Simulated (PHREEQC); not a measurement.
Dissolve 0.17 mol H2SO4, 0.00023 mol CaCl2 and 0.0083 mol CuCl2 per kg of water at 20 °C. Closed to the air; pH follows from the charge balance.

The numbers come from PHREEQC with the ion-association model, phreeqc.dat.

Each row changes one thing in this solution. Precipitation was switched off in this run.

```tsv
case	pH	ionic strength (mol/kgw)	HSO4- (mol/kgw)	SO4-2 (mol/kgw)	Ca+2 (mol/kgw)	CaHSO4+ (mol/kgw)	SI of Gypsum (CaSO4:2H2O)
as made	0.80	0.245	0.140	0.0274	0.000122	6.29e-5	-1.98
diluted 2-fold with water	1.06	0.134	0.0644	0.0193	6.86e-5	1.93e-5	-2.21
CuCl2 from 0.0083 to 0.00913 mol/kgw	0.80	0.247	0.140	0.0274	0.000122	6.28e-5	-1.98
0.032 mol/kgw CaBr2 added	0.80	0.313	0.127	0.0268	0.0184	0.00814	+0.13
0.0083 mol/kgw HBr added	0.79	0.252	0.141	0.0268	0.000123	6.33e-5	-1.99
CuCl2 left out	0.81	0.225	0.142	0.0274	0.000119	6.40e-5	-1.96
diluted 10-fold with water	1.66	0.0346	0.00898	0.00777	1.63e-5	9.19e-7	-2.89
CuCl2 from 0.0083 to 0.0415 mol/kgw	0.79	0.327	0.132	0.0277	0.000131	5.92e-5	-2.02
```

Complexes and solids missing from the database can't appear. Some of these states are supersaturated (in Gypsum, for instance).
